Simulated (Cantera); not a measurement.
Charge: 1 mol TiN, 1.6 mol O₂, 0.49 mol H₂O, held at 1577 °C.

Equilibrium computed with Cantera from the NASA thermochemical tables; the gas is ideal and each condensed phase is pure. Candidate condensed phases: H₂O, Ti, TiN, TiO, TiO₂, Ti₂O₃, Ti₃O₅, Ti₄O₇; 27 gas species. Gases not in the tables: TiO(OH)₂. The numbers say what is thermodynamically allowed, not how fast it happens.

log p: log10 of the partial pressure in bar; n: condensed amount in mol.

| P (Pa) | log p O₂ | log p N₂ | log p H₂O | log p O | log p OH | log p H | log p H₂ | n TiO₂(rutile) |
|---|---|---|---|---|---|---|---|---|
| 1 | -5.46 | -5.53 | -5.59 | -6.45 | -6.52 | -6.73 | -6.93 | 0.998 |
| 10 | -4.44 | -4.51 | -4.54 | -5.94 | -5.74 | -6.46 | -6.39 | 1.000 |
| 100 | ___ | ___ | ___ | ___ | ___ | ___ | ___ | 1.000 |
| 1000 | -2.43 | -2.51 | -2.52 | -4.93 | -4.23 | -5.96 | -5.37 | 1.000 |
| 10000 | ___ | ___ | ___ | ___ | ___ | ___ | ___ | 1.00 |
| 100000 | -0.43 | -0.51 | -0.51 | -3.93 | -2.73 | -5.45 | -4.37 | 1.00 |

Task: Fill in the missing entries.

Result: 
- 10000, log p O₂: -1.43
- 10000, log p N₂: -1.51
- 10000, log p H₂O: -1.51
- 10000, log p O: -4.43
- 10000, log p OH: -3.48
- 10000, log p H: -5.70
- 10000, log p H₂: -4.87
- 100, log p O₂: -3.43
- 100, log p N₂: -3.51
- 100, log p H₂O: -3.52
- 100, log p O: -5.43
- 100, log p OH: -4.98
- 100, log p H: -6.21
- 100, log p H₂: -5.88
